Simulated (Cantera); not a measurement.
Charge: 1 mol Ti(OiPr)₄, 2.8 mol C₃H₈, 150 mol H₂, at 42.0 Torr.

Method: chemical equilibrium by Gibbs-energy minimisation in Cantera with the NASA 1993 tables (ideal gas, pure condensed phases). Candidate condensed phases: C, C₆H₆, C₇H₈, C₈H₁₈, H₂O, Ti, TiC, TiO, TiO₂, Ti₂O₃, Ti₃O₅, Ti₄O₇; 113 gas species. The feed counts by its element totals alone. TiC: taken at fixed stoichiometry. The numbers say what is thermodynamically allowed, not how fast it happens.

Over these rows the condensed part is C(graphite) + TiC(s). Partial pressures as log10 of bar:

| T (K) | 1000/T (1/K) | log p C₂H₂ (acetylene) | log p H₂ | log p CO |
|---|---|---|---|---|
| 1550 | 0.6452 | -6.06 | -1.26 | -2.90 |
| 1625 | 0.6154 | -5.71 | -1.26 | -2.90 |
| 1700 | 0.5882 | -5.40 | -1.26 | -2.90 |
| 1775 | 0.5634 | -5.11 | -1.26 | -2.90 |
| 1850 | 0.5405 | -4.85 | -1.26 | -2.90 |
| 1925 | 0.5195 | ? | -1.26 | -2.90 |

Q: Fit log p(C₂H₂ (acetylene)) = a + b·(1000/T) to the five rows, give the apparent enthalpy, and predict the row at 1925 K.

A: Means: 1000/T = 0.5905, log p = -5.426. Sxy = -0.079175, Sxx = 0.0068518, so b = -11.56 and a = -5.426 − (-11.56)×0.5905 = 1.40.
Apparent enthalpy: −19.145 × (-11.56) = 221 kJ/mol. With the condensed phases at unit activity, 2 C(graphite) + H₂(g) = C₂H₂ (acetylene)(g) links this pressure to the main gases: over the six rows their terms move log p by +0.00 in all, so the slope is close to that reaction's ΔH°. The five rows lie within 0.01 of the line.
Prediction at 1925 K: 1.40 + (-11.56)×0.5195 = -4.61. The computed value is -4.60, 0.01 from the line.
